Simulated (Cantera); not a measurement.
**Thermodynamics of silicon epitaxy and polysilicon growth, feed SiH₄ + N₂**

Charge: 1 mol SiH₄, 30 mol N₂, equilibrated at 1298 K and 300 Pa.

Method: chemical equilibrium by Gibbs-energy minimisation in Cantera with the NASA 1993 tables (ideal gas, pure condensed phases). Candidate condensed phases: Si, Si₃N₄; 18 gas species. N₂ is the only nitrogen source here; it is nearly inert below about 1500 K, so the nitride shown seldom forms there in practice. Rates play no part.

```yaml
x(N₂): 0.936
x(H₂): 0.0638
x(H): 4.94e-6
n(Si₃N₄(s)): 0.333 mol
gas_amount: 31.33 mol
log10 activity of Si(s) (absent): -2.52
```
